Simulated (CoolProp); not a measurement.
Saturation properties of R11.

Values from CoolProp's reference Helmholtz-energy equation of state, Jacobsen 1992.

```tsv
T (K)	p (MPa)	liquid density (kg/m³)	enthalpy of vaporisation (kJ/kg)	liquid cp (kJ/(kg K))
218.9	0.001962	1652	208.1	0.8235
234.2	0.005429	1620	202.9	0.8329
249.4	0.01294	1587	197.8	0.8423
264.7	0.02759	1553	192.7	0.8527
280	0.05349	1519	187.4	0.8645
295.3	0.09585	1483	181.9	0.8780
310.5	0.1604	1446	176.2	0.8935
325.8	0.2550	1408	170.1	0.9115
341.1	0.3872	1368	163.4	0.9323
356.3	0.5640	1326	156.1	0.9567
```

It boils at 296.9 K under 1 atm.
